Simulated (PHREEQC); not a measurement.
**Brine: speciation**

Make-up at 55 °C: 1.2 mol/kgw NaCl, 0.012 mol/kgw H3BO3 and 0.25 mol/kgw MgCl2. Closed to the air; pH follows from the charge balance.

Equilibrium calculation in PHREEQC: Pitzer model, pitzer.dat.

Each row changes one thing in this solution. This is a speciation only: nothing precipitates in the calculation.

```tsv
case	pH	B(OH)4- (mol/kgw)
as made	5.12	4.23e-6
NaCl replaced by HCl at the same molality	[?]	2.97e-11
temperature from 55 to 20 °C	5.09	3.77e-6
diluted 5-fold with water	[?]	[?]
MgCl2 left out	5.36	4.58e-6
temperature from 55 to 10 °C	5.08	3.65e-6
NaCl left out	5.26	3.77e-6
```

Task: What belongs in the gaps?

Result: 
- NaCl replaced by HCl at the same molality, pH: -0.19
- diluted 5-fold with water, pH: 5.77
- diluted 5-fold with water, B(OH)4- (mol/kgw): 1.61e-6

In brines, pH and single-ion activities rest on the MacInnes convention. At this temperature some constants are extrapolated from 25 °C, and those without enthalpy data are left unchanged.
